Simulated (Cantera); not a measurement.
Input: 1 mol SiCl4, 0.81 mol O3, 0.1 mol H2, held at 1400 °C and 58000 Pa.

Equilibrium computed with Cantera from the NASA thermochemical tables; the gas is ideal and each condensed phase is pure. Candidate condensed phases: H2O, Si, SiO2; 30 gas species. The tables hold silica as quartz up to 1696 K and as liquid above; real silica turns to tridymite and cristobalite and melts near 1996 K. Kinetics and transport are ignored.

Base state: Cl2 0.659, Cl 0.177, O2 0.0842, HCl 0.0786, ClO 0.000789, H2O 3.93e-5, SiCl4 2.76e-5, O 1.27e-5 (mole fractions); condensed: SiO2(β-quartz).

Task: What changes in the equilibrium state with this change: SiCl4 replaced by HMDSO?

Result: 
| species | before | after |
|---|---|---|
| H2 | 2.69e-9 | 0.726 |
| CO | 0 | 0.273 |
| SiO | <1e-9 | 0.00102 |
| Cl2 | 0.659 | 0 |
| Cl | 0.177 | 0 |
| O2 | 0.0842 | <1e-9 |
| HCl | 0.0786 | 0 |
| ClO | 0.000789 | 0 |
| CH4 | 0 | 0.000371 |
| C2H2 (acetylene) | 0 | 4.13e-5 |
| SiCl4 | 2.76e-5 | 0 |
| H | 7.75e-9 | 0.000127 |
| SiO2(β-quartz), mol | 1.000 | 0 |
| C(graphite), mol | 0 | 0.591 |
| SiC(s), mol | 0 | 1.99 |
The feed counts by its element totals alone. Further candidate phases: C, C6H6, C7H8, C8H18, SiC.
